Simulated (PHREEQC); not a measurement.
A solution holds 2 mmol/kgw HF, 2.4 mmol/kgw NH4HF2, 16 mmol/kgw H2SiF6 and 150 mmol/kgw H2SO4, at 25 °C. Closed to the air; pH follows from the charge balance.

The numbers come from PHREEQC with the ion-association model, phreeqc.dat.

This is a speciation only: nothing precipitates in the calculation.

Question: What pH, activity of water, density does the model give?

Answer: pH 0.80; activity of water 0.994; density 1.008 g/cm³.

Question: In which forms is N present?

Answer: NH4+ 93 %, NH4SO4- 6.6 % of the N.

The solution is supersaturated, for example in Quartz (slow to form), Chalcedony (slow to form), so a real one may precipitate; this is no full list. SiF6-2 is the database's only silicon fluoride.
